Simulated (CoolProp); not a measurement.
A single-stage vapour-compression cycle with R152A: evaporating at 315.15 K (dew point), condensing at 358.15 K (bubble point), superheat 10 K, subcooling 5 K, compressor efficiency 0.7, no pressure losses. Each further row changes one setting.

Model: reference Helmholtz-energy equation of state, Outcalt 1996, in CoolProp. It is a modified Benedict-Webb-Rubin equation, recast in Helmholtz form.

```csv
case,cooling COP,pressure ratio,discharge temperature (K),refrigerating effect (kJ/kg),volumetric capacity (kJ/m³)
as stated,3.95,2.71,385.6,193,5430
evaporating temperature 320.15 K,4.64,2.38,383.3,196,…
condensing temperature 353.15 K,4.66,…,…,204,5740
subcooling 10 K,4.19,2.71,385.6,205,5750
superheat 20 K,3.99,2.71,…,207,5500
compressor efficiency 0.6,3.39,2.71,390.5,193,5430
```

### Question
What belongs in the gaps?

### Answer

- evaporating temperature 320.15 K, volumetric capacity (kJ/m³): 6290
- condensing temperature 353.15 K, pressure ratio: 2.44
- condensing temperature 353.15 K, discharge temperature (K): 379.0
- superheat 20 K, discharge temperature (K): 395.6
